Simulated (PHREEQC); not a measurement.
Metal-bearing waste water (model solution)

Solution (20 °C): 0.091 mol/kgw FeSO4, 0.0041 mol/kgw MgSO4 and 0.01 mol/kgw Na2SO4. Closed to the air; pH follows from the charge balance.

Model: ion-association model, phreeqc.dat, run in PHREEQC.

No solid was allowed to form.

Q: Predict the pH, ionic strength, specific conductance.

A: pH 5.95; ionic strength 0.236 mol/kgw; specific conductance 8930 µS/cm.

Q: In which forms is Mg present?

A: MgSO4 52 %, Mg+2 48 % of the Mg.

Species that the database lacks are ignored.
